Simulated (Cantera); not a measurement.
An isothermal, constant-pressure homogeneous reactor starts with C2H6 : N2 = 1 : 3.5 (molar parts), at 1050 K and 22000 Pa. Integrator tolerance rtol = 1e-08.

Cantera simulation using GRI-Mech 3.0 (53 species, 325 reactions); the numbers are that mechanism's predictions, not measurements. GRI-Mech 3.0 stops at C3 and has no aromatics, soot or wall deposition, so with more carbon than oxygen in the feed, carbon stays in small species such as C2H2 where larger ones or solid carbon would form.

Problem. What does this change do: N2 3.5 to 22 parts?

Solution. 
| quantity | before | after |
|---|---|---|
| x(C2H6) at 70.0 s | 0.00534 (gas-phase equilibrium 0.000340) | 0.000327 (gas-phase equilibrium 2.28e-5) |
| x(CH2) at 70.0 s | <1e-12 (gas-phase equilibrium <1e-12) | <1e-12 (gas-phase equilibrium <1e-12) |
| x(CH3) at 70.0 s | 6.13e-7 (gas-phase equilibrium 3.49e-7) | 1.37e-7 (gas-phase equilibrium 9.04e-8) |
| x(C2H) at 70.0 s | <1e-12 (gas-phase equilibrium <1e-12) | <1e-12 (gas-phase equilibrium <1e-12) |
| x(H2) at 70.0 s | 0.156 (gas-phase equilibrium 0.0338) | 0.0485 (gas-phase equilibrium 0.0189) |
| x(HCN) at 70.0 s | <1e-12 (gas-phase equilibrium 0.0391) | <1e-12 (gas-phase equilibrium 0.0214) |
| x(CH4) at 70.0 s | 0.0434 (gas-phase equilibrium 0.207) | 0.00467 (gas-phase equilibrium 0.0400) |

Problem. What does this change do: N2 3.5 to 0.96 parts?

Solution. 
```
quantity                                             before                                    after
-----------------  ----------------------------------------  ---------------------------------------
x(C2H6) at 70.0 s  0.00534 (gas-phase equilibrium 0.000340)   0.0164 (gas-phase equilibrium 0.00107)
x(CH2) at 70.0 s      <1e-12 (gas-phase equilibrium <1e-12)    <1e-12 (gas-phase equilibrium <1e-12)
x(CH3) at 70.0 s    6.13e-7 (gas-phase equilibrium 3.49e-7)  1.07e-6 (gas-phase equilibrium 6.20e-7)
x(C2H) at 70.0 s      <1e-12 (gas-phase equilibrium <1e-12)    <1e-12 (gas-phase equilibrium <1e-12)
x(H2) at 70.0 s        0.156 (gas-phase equilibrium 0.0338)     0.251 (gas-phase equilibrium 0.0431)
x(HCN) at 70.0 s      <1e-12 (gas-phase equilibrium 0.0391)    <1e-12 (gas-phase equilibrium 0.0397)
x(CH4) at 70.0 s       0.0434 (gas-phase equilibrium 0.207)      0.112 (gas-phase equilibrium 0.415)
```
